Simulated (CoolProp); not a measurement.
A simple Rankine cycle with dimethyl carbonate: condensing at 314.15 K, boiler at 0.932 MPa, turbine inlet 493.2 K, turbine efficiency 0.65, pump efficiency 0.6, no recuperator. Each further row changes one setting.

Computed with CoolProp (reference Helmholtz-energy equation of state, Zhou 2011).

```json
[
 {"case": "as stated", "thermal efficiency (%)": "15.6", "net work (kJ/kg)": "102", "heat in (kJ/kg)": "651", "turbine exit temperature (K)": "418.1", "volume ratio over the turbine": "56.1"},
 {"case": "turbine inlet 513.2 K", "thermal efficiency (%)": "15.5", "net work (kJ/kg)": "107", "heat in (kJ/kg)": "686", "turbine exit temperature (K)": "437.9", "volume ratio over the turbine": "55.6"},
 {"case": "condensing temperature 306.15 K", "thermal efficiency (%)": "16.5", "net work (kJ/kg)": "110", "heat in (kJ/kg)": "666", "turbine exit temperature (K)": "412.4", "volume ratio over the turbine": "80.4"},
 {"case": "boiler pressure 0.652 MPa", "thermal efficiency (%)": "14.5", "net work (kJ/kg)": "95.1", "heat in (kJ/kg)": "657", "turbine exit temperature (K)": "426.0", "volume ratio over the turbine": "38.5"},
 {"case": "turbine efficiency 0.55", "thermal efficiency (%)": "13.2", "net work (kJ/kg)": "85.7", "heat in (kJ/kg)": "651", "turbine exit temperature (K)": "428.7", "volume ratio over the turbine": "57.5"}
]
```
